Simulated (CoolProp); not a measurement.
Saturation properties of acetone.

Values from CoolProp's reference Helmholtz-energy equation of state, Lemmon 2006. It is a short technical equation, of lower accuracy than the large ones.

```csv
T (K),p (MPa),liquid density (kg/m³),vapour Z,surface tension (mN/m)
264.1,0.005646,821.9,0.9909,27.0
291.6,0.02299,791.9,0.9786,23.5
319.1,0.07076,760.8,0.9580,20.1
346.6,0.1774,728.0,0.9272,16.7
374.1,0.3815,692.6,?,?
401.5,0.7293,653.7,?,10.3
429,1.279,609.2,0.7534,7.32
456.5,?,?,0.6572,4.46
484,3.269,483.6,0.5253,1.84
```

Task: Complete the blanks.

Result: 
- 374.1, vapour Z: 0.8842
- 374.1, surface tension (mN/m): 13.5
- 401.5, vapour Z: 0.8274
- 456.5, p (MPa): 2.098
- 456.5, liquid density (kg/m³): 555.6

It boils at 329.2 K under 1 atm.

Surface tension comes from a separate correlation (Mulero 2012).
